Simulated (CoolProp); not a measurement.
A Linde-Hampson liquefier for ethane: isothermal reversible compression at 320 K from 1 atm to 30 MPa, throttling to 1 atm, return gas leaving the recuperator 0 K below the feed. Each further row changes one setting.

Computed with CoolProp (reference Helmholtz-energy equation of state, Bücker 2006).

```
case                        liquid yield per pass  compression work (kJ/kg of gas)
--------------------------  ---------------------  -------------------------------
as stated                                   0.467                              390
high pressure 60 MPa                          ___                              457
warm-end temperature 350 K                    ___                              457
warm-end gap 5 K                              ___                              390
```

**Question.** Some entries are withheld; supply them.

**Answer.** 
- high pressure 60 MPa, liquid yield per pass: 0.439
- warm-end temperature 350 K, liquid yield per pass: 0.393
- warm-end gap 5 K, liquid yield per pass: 0.460
